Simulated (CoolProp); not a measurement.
Vapour-liquid equilibrium of propane (1) + R152A (2) at -41.35 °C; x and y are mole fractions of (1).

Values from CoolProp's multi-fluid Helmholtz-energy mixture model, Lemmon 2009 and Outcalt 1996; pair parameters Bell 2016.

| x | bubble pressure (kPa) | y at the bubble point | dew pressure at overall composition x (kPa) | liquid density (mol/L) |
|---|---|---|---|---|
| 0.05 | 63.99 | ___ | 46.17 | 15.63 |
| 0.2 | 97.66 | 0.608 | 54.06 | 15.05 |
| 0.35 | 110.1 | ___ | 65.05 | 14.53 |
| 0.5 | 114.5 | 0.706 | ___ | 14.09 |
| 0.65 | ___ | 0.730 | 105.2 | 13.72 |
| 0.8 | 116.9 | ___ | 116.2 | 13.43 |
| 0.95 | 110.9 | 0.904 | ___ | 13.21 |

Q: What belongs in the gaps?

A: 
- 0.05, y at the bubble point: 0.338
- 0.35, y at the bubble point: 0.677
- 0.5, dew pressure at overall composition x (kPa): 81.17
- 0.65, bubble pressure (kPa): 116.4
- 0.8, y at the bubble point: 0.775
- 0.95, dew pressure at overall composition x (kPa): 108.0

y crosses x between x = 0.65 and 0.8: the model has an azeotrope there.

Pair parameters are fitted to limited data, so mixtures are less certain than the pure fluids. With so large a gap from Raoult's law the liquid may split in two, which this calculation doesn't test in full.
